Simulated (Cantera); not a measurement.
## Thermodynamics of silicon nitride deposition, feed trisilylamine + N₂

Feed: 1 mol trisilylamine, a varied amount of N₂, held at 1848 K and 75.0 Torr.

These are equilibrium values from Cantera (NASA tables, ideal gas, pure condensed phases), not measurements of a reactor. Candidate condensed phases: Si, Si₃N₄; 18 gas species. The feed counts by its element totals alone. Mutual solubility and eutectic melting of coexisting phases are not modelled. Gases not in the tables: Si₂H₆ and higher silanes. The numbers say what is thermodynamically allowed, not how fast it happens.

| n(N₂) (mol) | x H₂ | x N₂ | x H | x Si | x SiH₂ | x SiH | x Si₂N | x SiN | n Si(l) | n Si₃N₄(s) |
|---|---|---|---|---|---|---|---|---|---|---|
| 0.32 | 0.844 | 0.154 | 0.00154 | 6.27e-5 | 3.51e-5 | 1.82e-5 | 4.58e-6 | 3.00e-6 | 3.00 | 0 |
| 0.95 | 0.810 | 0.189 | 0.00151 | 6.27e-5 | 3.37e-5 | 1.78e-5 | 5.07e-6 | 3.32e-6 | 2.40 | 0.201 |
| 1.6 | 0.810 | 0.189 | 0.00151 | 6.27e-5 | 3.37e-5 | 1.78e-5 | 5.07e-6 | 3.32e-6 | 1.42 | 0.526 |
| 2.2 | 0.810 | 0.189 | 0.00151 | 6.27e-5 | 3.37e-5 | 1.78e-5 | 5.07e-6 | 3.32e-6 | 0.521 | 0.826 |
| 2.8 | 0.774 | 0.224 | 0.00148 | 5.60e-5 | 2.87e-5 | 1.55e-5 | 4.40e-6 | 3.23e-6 | 0 | 1.000 |
| 3.5 | 0.691 | 0.307 | 0.00139 | 4.53e-5 | 2.08e-5 | 1.19e-5 | 3.38e-6 | 3.06e-6 | 0 | 1.000 |
| 4.1 | 0.633 | 0.366 | 0.00133 | 4.03e-5 | 1.69e-5 | 1.01e-5 | 2.92e-6 | 2.98e-6 | 0 | 1.000 |
| 4.7 | 0.583 | 0.415 | 0.00128 | 3.71e-5 | 1.43e-5 | 8.93e-6 | 2.63e-6 | 2.91e-6 | 0 | 1.000 |
x: gas mole fraction; n: condensed amount in mol.

At 0.32 mol N₂ the condensed part is Si(l). From 0.95 mol N₂ to 2.2 mol N₂ the condensed part is Si(l) + Si₃N₄(s). From 2.8 mol N₂ to 4.7 mol N₂ the condensed part is Si₃N₄(s). The main Si-bearing gas is Si throughout.
